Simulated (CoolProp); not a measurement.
R21 at several states: Z from the reference equation and from simpler models built on Tc = 179.6 °C, pc = 5.289 MPa, ω = 0.206; each cubic takes its own stable root.

The numbers come from the reference Helmholtz-energy equation of state, Platzer 1990 in CoolProp. This equation is an older, rougher fit; its heat capacities, sound speeds and derivatives of the liquid may be far off and weren't checked against measurements.

```csv
T (°C),p (MPa),phase,reference
8.05,0.127,liquid,0.003972
73.45,1.33,liquid,0.03820
-28.15,0.259,liquid,0.008797
```

Q: How far does each simpler model (van der Waals, Redlich-Kwong) lie from the reference over these 3 states: mean and median of the absolute difference, and the worst?

A: 
- van der Waals: mean 8890.4 %, median 2085.6 %, worst +24524.9 % at 8.05 °C and 0.127 MPa
- Redlich-Kwong: mean 8102.9 %, median 12.0 %, worst +24288.2 % at 8.05 °C and 0.127 MPa

At some of these states van der Waals, Redlich-Kwong gives the other phase, because its saturation line lies elsewhere.
